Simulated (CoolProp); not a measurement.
A Linde-Hampson liquefier for ethylene: isothermal reversible compression at 320 K from 1 atm to 30 MPa, throttling to 1 atm, return gas leaving the recuperator 10 K below the feed. Each further row changes one setting.

The numbers come from the reference Helmholtz-energy equation of state, Smukala 2000 in CoolProp.

```json
[
 {"case": "as stated", "liquid yield per pass": "0.416", "compression work (kJ/kg of gas)": "444"},
 {"case": "high pressure 60 MPa", "liquid yield per pass": "0.396", "compression work (kJ/kg of gas)": "513"},
 {"case": "warm-end temperature 350 K", "liquid yield per pass": "0.342", "compression work (kJ/kg of gas)": "512"},
 {"case": "warm-end gap 15 K", "liquid yield per pass": "0.409", "compression work (kJ/kg of gas)": "444"}
]
```
